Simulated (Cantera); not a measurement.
Charge: 1 mol Pb, 0.55 mol O₂, 3.9 mol N₂, 1.3 mol H₂, at 3.90 mbar.

These are equilibrium values from Cantera (NASA tables, ideal gas, pure condensed phases), not measurements of a reactor. Candidate condensed phases: H₂O, Pb, PbO, PbO₂, Pb₃O₄; 27 gas species. Rates play no part.

Problem. Which condensed phases are stable at each of these points (T (K)): 648, 698, 748, 798, 848, 898, 948, 998, 1048, 1098, 1148, 1198, 1248?

Solution. 
| T (K) | condensed phases | Pb condensed (%) |
|---|---|---|
| 648 | Pb(l) | 100.0 |
| 698 | Pb(l) | 100.0 |
| 748 | Pb(l) | 100.0 |
| 798 | Pb(l) | 100.0 |
| 848 | Pb(l) | 100.0 |
| 898 | Pb(l) | 99.8 |
| 948 | Pb(l) | 99.4 |
| 998 | Pb(l) | 97.9 |
| 1048 | Pb(l) | 94.0 |
| 1098 | Pb(l) | 83.9 |
| 1148 | Pb(l) | 59.7 |
| 1198 | Pb(l) | 1.0 |
| 1248 | gas only | 0.0 |

From 648 K to 1198 K the condensed part is Pb(l). At 1248 K nothing is condensed.
